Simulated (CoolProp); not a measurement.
Nitrogen at several states: density (kg/m³) from the reference equation and from simpler models built on Tc = 126.2 K, pc = 3396 kPa, ω = 0.037; each cubic takes its own stable root.

Computed with CoolProp (reference Helmholtz-energy equation of state, Span 2000).

```
T (K)  p (kPa)          phase  reference  van der Waals  Soave-Redlich-Kwong
-----  -------  -------------  ---------  -------------  -------------------
307.6     2820            gas      30.94          31.35                30.82
83.4     13100         liquid      811.8     (withheld)           (withheld)
84.7       609         liquid      772.9          530.5                769.8
844.1      168            gas     0.6701         0.6703               0.6702
379.9    17400  supercritical      143.8     (withheld)           (withheld)
```

**Question.** Fill in the missing entries.

**Answer.** 
- 83.4, van der Waals: 580.2
- 83.4, Soave-Redlich-Kwong: 819.9
- 379.9, van der Waals: 150.0
- 379.9, Soave-Redlich-Kwong: 142.1
